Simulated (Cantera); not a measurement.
A perfectly stirred reactor is fed with H₂ : O₂ : N₂ = 1 : 0.641 : 2.41 (molar parts), equivalence ratio 0.78, at 500000 Pa; it is adiabatic with a 500 K inlet, and is followed from long to short residence time, starting on the burning branch (τ in s: 0.024, 0.013, 0.0074, 0.0041, 0.0022, 0.0012, 0.00068, 0.00037, 0.0002, 0.00011, 6.2e-05, 3.4e-05, 1.9e-05).

Computed with Cantera and the H2/O2 subset of GRI-Mech 3.0, which has no nitrogen chemistry. The hydrogen kinetics of GRI-Mech 3.0 are dated; newer H2 mechanisms differ, most at raised pressure.

Problem. What does this change do: H2 1 to 1.3 parts?

Solution. 
```csv
quantity,before,after
"blow-out, bracketed by the residence times tried","burning at 19.0 µs, the shortest tried","burning at 19.0 µs, the shortest tried"
x(H₂) at τ = 24.0 ms,0.00143,0.0172
x(O₂) at τ = 24.0 ms,0.0387,0.00443
x(OH) at τ = 24.0 ms,0.00555,0.00788
x(HO₂) at τ = 24.0 ms,5.88e-6,2.48e-6
x(O) at τ = 24.0 ms,0.000469,0.000569
x(H₂) at τ = 0.680 ms,0.00351,0.0223
x(O₂) at τ = 0.680 ms,0.0390,0.00664
x(OH) at τ = 0.680 ms,0.00780,0.00992
x(HO₂) at τ = 0.680 ms,9.54e-6,4.55e-6
x(O) at τ = 0.680 ms,0.00101,0.00100
```
